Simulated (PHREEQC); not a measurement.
Dissolve 0.046 mmol/kgw H3BO3 at 25 °C. Closed to the air; pH follows from the charge balance.

Computed with PHREEQC (ion-association model, phreeqc.dat).

The pH comes out as 6.72 and the ionic strength is 1.91e-7 mol/kgw.

```
species  molality  activity  log γ
-------  --------  --------  -----
H3BO3     4.59e-5   4.59e-5  0.000
H+        1.91e-7   1.91e-7  0.000
H2BO3-    1.38e-7   1.38e-7  0.000
OH-       5.30e-8   5.30e-8  0.000
```

Precipitation was switched off in this run.
